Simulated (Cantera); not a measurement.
A perfectly stirred reactor is fed with CO : H2 : CH4 : O2 : N2 : CO2 = 1 : 1 : 0.13 : 1.83 : 6.87 : 0.013 (molar parts), at 3750 Torr; it is adiabatic with a 473 K inlet, and is followed from long to short residence time, starting on the burning branch (τ in s: 0.028, 0.013, 0.0063, 0.003, 0.0014, 0.00066, 0.00031, 0.00015, 7e-05).

Computed with Cantera and GRI-Mech 3.0 (53 species, 325 reactions).

Problem. Predict: blow-out, bracketed by the residence times tried; x(CO) at τ = 28.0 ms; x(H2) at τ = 28.0 ms; x(CH4) at τ = 28.0 ms; x(N2O) at τ = 28.0 ms; x(H2O2) at τ = 28.0 ms; x(CO) at τ = 1.40 ms; x(H2) at τ = 1.40 ms; x(CH4) at τ = 1.40 ms; x(N2O) at τ = 1.40 ms; x(H2O2) at τ = 1.40 ms.

Solution. 
```
Item                                                                              Result
------------------------------------------------  --------------------------------------
blow-out, bracketed by the residence times tried  burning at 70.0 µs, the shortest tried
x(CO) at τ = 28.0 ms                                                             0.00123
x(H2) at τ = 28.0 ms                                                            0.000248
x(CH4) at τ = 28.0 ms                                                            6.65e-7
x(N2O) at τ = 28.0 ms                                                            7.21e-7
x(H2O2) at τ = 28.0 ms                                                           2.11e-7
x(CO) at τ = 1.40 ms                                                             0.00469
x(H2) at τ = 1.40 ms                                                            0.000844
x(CH4) at τ = 1.40 ms                                                            6.78e-6
x(N2O) at τ = 1.40 ms                                                            1.36e-6
x(H2O2) at τ = 1.40 ms                                                           3.48e-7
```
